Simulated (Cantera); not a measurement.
## Reactions in the system H-N-O-Sr

Source: NASA polynomial tables (part measured, part estimated), evaluated in Cantera. Values are per mole of reaction as written; species without (g) are pure solids or liquids, kept so even where they would boil at 1 bar.

N2O(g) + Sr(OH)2 → SrO + 2 N(g) + H2O2(g)

```json
[
 {"T (K)": "2800", "ΔH° (kJ)": "991.4", "ΔS° (J/K)": "188.8", "ΔG° (kJ)": "462.6", "log10 K": "-8.63", "condensed phases": "Sr(OH)2(l), SrO(s)"},
 {"T (K)": "2850", "ΔH° (kJ)": "989.7", "ΔS° (J/K)": "188.3", "ΔG° (kJ)": "453.2", "log10 K": "-8.31", "condensed phases": "Sr(OH)2(l), SrO(s)"},
 {"T (K)": "2900", "ΔH° (kJ)": "988.2", "ΔS° (J/K)": "187.7", "ΔG° (kJ)": "443.8", "log10 K": "-7.99", "condensed phases": "Sr(OH)2(l), SrO(s)"},
 {"T (K)": "2950", "ΔH° (kJ)": "1061.9", "ΔS° (J/K)": "212.8", "ΔG° (kJ)": "434.1", "log10 K": "-7.69", "condensed phases": "Sr(OH)2(l), SrO(l)"},
 {"T (K)": "3000", "ΔH° (kJ)": "1060.2", "ΔS° (J/K)": "212.2", "ΔG° (kJ)": "423.5", "log10 K": "-7.37", "condensed phases": "Sr(OH)2(l), SrO(l)"}
]
```
